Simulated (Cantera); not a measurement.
Input (Python, Cantera) and output of one run.

```python
import numpy as np
import cantera as ct

gas_names = """
    C CO COS CO2 CS CS2 C2 C2O C3 C3O2 C4 C5 Fe FeC5O5 FeO O O2 O3 S SO SO2 SO3 S2 S2O S8
""".split()
cond_names = """
    C(gr) Fe(a) Fe(c) Fe(d) Fe(L) FeC5O5(L) FeO(s) FeO(L) FeS(a) FeS(b) FeS(c) FeS(L) FeSO4(s) FeS2(s)
    Fe2O3(s) Fe2S3O12(s) Fe3O4(s) S(cr1) S(cr2) S(L)
""".split()


def load(file, names, dense=False):
    # The tables refer to 1 bar. Condensed volumes are neglected.
    table = {s.name: s for s in ct.Species.list_from_file(file)}
    out = []
    for n in names:
        d = dict(table[n].input_data)
        d["thermo"] = dict(d["thermo"], **{"reference-pressure": 1e5})
        if dense:
            d["equation-of-state"] = {"model": "constant-volume", "density": "1e6 g/cm^3"}
        out.append(ct.Species.from_dict(d))
    return out


gas = ct.Solution(thermo="ideal-gas", species=load("nasa_gas.yaml", gas_names))
cond = {s.name: ct.Solution(thermo="fixed-stoichiometry", species=[s], name=s.name)
        for s in load("nasa_condensed.yaml", cond_names, dense=True)}
atoms = {
    'Fe2O3': {'Fe': 2, 'O': 3},
    'SO3': {'S': 1, 'O': 3},
    'CO2': {'C': 1, 'O': 2},
}
top_T = {'C(gr)': 4500, 'FeSO4(s)': 950, 'FeS2(s)': 1010, 'Fe2O3(s)': 1830, 'Fe2S3O12(s)': 1100, 'Fe3O4(s)': 1870}  # K; cautious upper limits of use, not melting points


def equilibrate(T, P, feed):
    n = {}
    for name, mol in feed.items():
        for a, k in atoms[name].items():
            n[a] = n.get(a, 0.0) + k * mol
    gas.TPX = T, P, n
    mass = sum(n.values()) * gas.mean_molecular_weight
    gas.equilibrate("TP")
    valid = [c for c in cond.values() if c.min_temp <= T <= top_T.get(c.name, c.max_temp)]
    mix = ct.Mixture([(gas, mass / gas.mean_molecular_weight)] + [(c, 0.0) for c in valid])
    mix.T, mix.P = T, P
    mix.equilibrate("TP", solver="vcs", rtol=1e-11, max_steps=5000)
    return mix


results = []
feed = {'Fe2O3': 1, 'SO3': 0.98, 'CO2': 0.049}  # mol
T = 1525  # K
P = 87000  # Pa
mix = equilibrate(T, P, feed)
results.append((T, P, feed, dict(zip(mix.species_names, mix.species_moles))))
x = sorted(zip(gas.X, gas.species_names), reverse=True)
print(f"T = {T:g} K  P = {P:g} Pa  gas = {mix.phase_moles(0):.4g} mol")
print("   x: " + "  ".join(f"{s} {v:.3e}" for v, s in x if v > 1e-05))
print("   condensed (mol): " + ("  ".join(f"{mix.phase(i).name} {mix.phase_moles(i):.4g}"
      for i in range(1, mix.n_phases) if mix.phase_moles(i) > 1e-12) or "none"))
```

Result:

```
T = 1525 K  P = 87000 Pa  gas = 1.511 mol
   x: SO2 6.377e-01  O2 3.188e-01  CO2 3.244e-02  SO3 1.107e-02
   condensed (mol): Fe2O3(s) 1
```

Cantera equilibrium calculation (NASA polynomials, part measured and part estimated; ideal gas, pure solids and liquids).
